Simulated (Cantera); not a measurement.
A freely propagating, adiabatic, planar premixed flame of 38.6 % H2, 12.9 % O2, 48.3 % N2, 0.266 % H2O, unburnt at 600 K and 4.93 atm; mixture-averaged transport, grid criteria slope 0.08 and curve 0.16, no radiation.

Computed with Cantera and the H2/O2 subset of GRI-Mech 3.0, which has no nitrogen chemistry. The hydrogen kinetics of GRI-Mech 3.0 are dated; newer H2 mechanisms differ, most at raised pressure. Burning velocities carry a grid error of a few per cent, more on coarse grids.

Q: Predict: laminar burning velocity; thermal thickness; peak x(HO2); peak x(H); peak x(H2O2).

A: 
```json
{
  "laminar_burning_velocity": "922 cm/s",
  "thermal_thickness": "0.0559 mm",
  "peak x(HO2)": "0.000927",
  "peak x(H)": "0.0577",
  "peak x(H2O2)": "5.53e-5"
}
```
